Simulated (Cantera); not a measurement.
A closed system holds: 1 mol Si, 0.11 mol O2, 9 mol CO, held at 2.90 mbar.

Equilibrium computed with Cantera from the NASA thermochemical tables; the gas is ideal and each condensed phase is pure. Candidate condensed phases: C, Si, SiC, SiO2; 20 gas species. Mutual solubility and eutectic melting of coexisting phases are not modelled. The tables hold silica as quartz up to 1696 K and as liquid above; real silica turns to tridymite and cristobalite and melts near 1996 K. Rates play no part.

**Question.** Which condensed phases are stable at each of these points (T (K)): 1098, 1173, 1248, 1323, 1398, 1473, 1548, 1623, 1698, 1773, 1848, 1923?

**Answer.** 
```tsv
T (K)	condensed phases	Si condensed (%)
1098	C(graphite) + SiO2(β-quartz)	100.0
1173	C(graphite) + SiO2(β-quartz)	100.0
1248	C(graphite) + SiO2(β-quartz)	100.0
1323	C(graphite) + SiO2(β-quartz)	99.9
1398	SiC(s) + SiO2(β-quartz)	98.4
1473	SiC(s) + SiO2(β-quartz)	87.1
1548	SiC(s)	39.0
1623	SiC(s)	39.0
1698	SiC(s)	39.0
1773	SiC(s)	39.0
1848	SiC(s)	38.9
1923	SiC(s)	38.6
```

From 1098 K to 1323 K the condensed part is C(graphite) + SiO2(β-quartz). From 1398 K to 1473 K the condensed part is SiC(s) + SiO2(β-quartz). From 1548 K to 1923 K the condensed part is SiC(s).
